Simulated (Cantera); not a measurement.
Standard-state values (1 bar) from the NASA 1993 polynomials, evaluated with Cantera. Values are per mole of reaction as written; species without (g) are pure solids or liquids, kept so even where they would boil at 1 bar.

Q: Between 1125 and 1525 K, where is each reaction favourable under standard conditions?
- 2 NO2(g) + 4 Pb(g) ⇌ 4 PbO + N2(g)

A: 
- 2 NO2(g) + 4 Pb(g) ⇌ 4 PbO + N2(g): ΔG° is -957 kJ at 1125 K and -744 kJ at 1525 K; it stays negative (K > 1). ΔH° is -1525 kJ and ΔS° -513 J/K at 1525 K.
